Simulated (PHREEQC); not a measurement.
A PHREEQC speciation (ion-association model, phreeqc.dat) at 25 °C gives pH 0.61 and these molalities:

```tsv
species	mol/kgw
H3BO3	0.320
H+	0.317
BF4-	0.131
HSO4-	0.0973
H4SiO4	0.0360
SiF6-2	0.0270
SO4-2	0.0127
BF3OH-	0.00738
HF	0.00593
BF2(OH)2-	0.00154
F-	2.65e-5
```

**Question.** What are the element totals, and what could have been dissolved in 1 kg of water to give them?

**Answer.** This is not unique; one that fits is totals B 0.460, F 0.718, S(6) 0.110, Si 0.0630 mol/kgw, from 0.34 mol/kgw HF, 0.063 mol/kgw H2SiF6, 0.46 mol/kgw H3BO3 and 0.11 mol/kgw H2SO4.

Precipitation was switched off in this run. Examples of supersaturated solids here: SiO2(a), Quartz (slow to form). Others may be too. Species that the database lacks are ignored. SiF6-2 is the database's only silicon fluoride. Real BF4- forms and hydrolyses slowly; the run takes it at equilibrium.
